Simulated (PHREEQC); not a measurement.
Model water analysis in mg/kgw, 25 °C, pH 6.01, pe -1.9:

```json
[
 {"constituent": "Na", "mg/kgw": "9.87"},
 {"constituent": "K", "mg/kgw": "1.29"},
 {"constituent": "Ca", "mg/kgw": "2.52"},
 {"constituent": "Mg", "mg/kgw": "1"},
 {"constituent": "Cl", "mg/kgw": "9.3"},
 {"constituent": "S(6) as SO4", "mg/kgw": "3.83"},
 {"constituent": "Alkalinity as HCO3", "mg/kgw": "19.5"},
 {"constituent": "Si as SiO2", "mg/kgw": "0.384"}
]
```

Valence states are taken as typed.

Model: ion-association model, wateq4f.dat, run in PHREEQC.

```
quantity               before    after
-------------------  --------  -------
CO2 (mol/kgw)        0.000681  6.78e-5
CaSO4 (mol/kgw)       3.77e-7  3.77e-7
MgSO4 (mol/kgw)       2.89e-7  2.89e-7
CaHCO3+ (mol/kgw)     2.24e-7  2.23e-7
MgHCO3+ (mol/kgw)     1.34e-7  1.34e-7
NaSO4- (mol/kgw)      7.40e-8  7.41e-8
SI of Quartz (SiO2)     -1.21    -1.21
```

Question: Name the change that produced these shifts.
(A) temperature from 25 to 90 °C at the same typed pH
(B) pH from 6.01 to 7.01 at the same alkalinity
(C) Ca from 2.52 to 5.04 mg/kgw
(D) S(6) from 3.83 to 1.92 mg/kgw

Answer: B, pH from 6.01 to 7.01 at the same alkalinity

No solid was allowed to form.
